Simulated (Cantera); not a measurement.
Input: 1 mol MgO, 0.13 mol HI, 0.012 mol O2, held at 1025 K and 0.630 bar.

Method: chemical equilibrium by Gibbs-energy minimisation in Cantera with the NASA 1993 tables (ideal gas, pure condensed phases). The numbers say what is thermodynamically allowed, not how fast it happens.

```tsv
species	before	after
HI	0.523	0.321
H2O	0.181	0.315
I2	0.208	0.303
H2	0.0473	0.0122
I	0.0400	0.0483
MgI2	9.27e-5	2.00e-5
MgO(s), mol	1.000	1.000
```
Gas species are given as mole fractions.

Task: What was changed between the two runs?
(A) temperature from 1025 K to 1100 K
(B) temperature from 1025 K to 1400 K
(C) O2 from 0.012 to 0.021 mol
(D) O2 from 0.012 to 1 mol

Result: C, O2 from 0.012 to 0.021 mol
